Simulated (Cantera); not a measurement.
Feed: 1 mol Si2Cl6, 33 mol H2, 2.5 mol HCl, at 1330 Pa.

Equilibrium computed with Cantera from the NASA thermochemical tables; the gas is ideal and each condensed phase is pure. Candidate condensed phases: Si; 19 gas species. The feed counts by its element totals alone. Gases not in the tables: Si2H6 and higher silanes. The numbers say what is thermodynamically allowed, not how fast it happens.

Problem. Which condensed phases are stable at each of these points (T (°C)): 625, 725, 825, 925, 1025, 1125, 1225, 1325, 1425, 1525?

Solution. 
```json
[
 {"T (°C)": "625", "condensed phases": "gas only", "Si condensed (%)": "0.0"},
 {"T (°C)": "725", "condensed phases": "gas only", "Si condensed (%)": "0.0"},
 {"T (°C)": "825", "condensed phases": "Si(s)", "Si condensed (%)": "7.0"},
 {"T (°C)": "925", "condensed phases": "Si(s)", "Si condensed (%)": "10.0"},
 {"T (°C)": "1025", "condensed phases": "Si(s)", "Si condensed (%)": "6.6"},
 {"T (°C)": "1125", "condensed phases": "Si(s)", "Si condensed (%)": "2.6"},
 {"T (°C)": "1225", "condensed phases": "gas only", "Si condensed (%)": "0.0"},
 {"T (°C)": "1325", "condensed phases": "gas only", "Si condensed (%)": "0.0"},
 {"T (°C)": "1425", "condensed phases": "gas only", "Si condensed (%)": "0.0"},
 {"T (°C)": "1525", "condensed phases": "gas only", "Si condensed (%)": "0.0"}
]
```

From 625 °C to 725 °C nothing is condensed. From 825 °C to 1125 °C the condensed part is Si(s). From 1225 °C to 1525 °C nothing is condensed.
